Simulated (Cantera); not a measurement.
**Thermodynamics of silicon oxide and oxynitride deposition, feed SiH4 + NO**

Charge: 1 mol SiH4, a varied amount of NO, held at 1277 °C and 21.0 Pa.

These are equilibrium values from Cantera (NASA tables, ideal gas, pure condensed phases), not measurements of a reactor. Candidate condensed phases: H2O, Si, SiO2, Si2N2O, Si3N4; 35 gas species. The tables hold silica as quartz up to 1696 K and as liquid above; real silica turns to tridymite and cristobalite and melts near 1996 K. Rates play no part.

From 3.6 mol NO to 29 mol NO the condensed part is SiO2(β-quartz).

```
n(NO) (mol)  log p N2  log p H2O  log p O2  log p H2  log p NO  log p OH  log p H  n SiO2(β-quartz)
-----------  --------  ---------  --------  --------  --------  --------  -------  ----------------
3.6             -4.00      -4.05     -9.68     -4.66     -9.26     -7.70    -6.83             1.000
4.6             -3.98      -4.04     -4.87     -7.05     -6.84     -6.49    -8.03              1.00
6               -3.98      -4.16     -4.46     -7.37     -6.64     -6.45    -8.19              1.00
7.8             -3.98      -4.27     -4.29     -7.57     -6.56     -6.46    -8.28              1.00
10              -3.98      -4.38     -4.20     -7.72     -6.51     -6.49    -8.36             1.000
13              -3.98      -4.49     -4.14     -7.86     -6.48     -6.54    -8.43             1.000
17              -3.98      -4.61     -4.10     -8.00     -6.46     -6.58    -8.50             1.000
22              -3.98      -4.72     -4.07     -8.13     -6.44     -6.63    -8.57             1.000
29              -3.98      -4.84     -4.04     -8.26     -6.43     -6.69    -8.63             1.000
```
log p: log10 of the partial pressure in bar; n: condensed amount in mol.
